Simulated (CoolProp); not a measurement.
n-perfluoropentane at 293.15 K and 0.937 MPa is throttled through a valve to 0.52 MPa with no heat exchange. Each further row changes one setting.

Model: reference Helmholtz-energy equation of state, Gao 2022, in CoolProp.

```json
[
 {"case": "as stated", "temperature change (K)": "+0.1"},
 {"case": "outlet pressure 0.156 MPa", "temperature change (K)": "+0.2"},
 {"case": "outlet pressure 0.676 MPa", "temperature change (K)": "+0.1"}
]
```
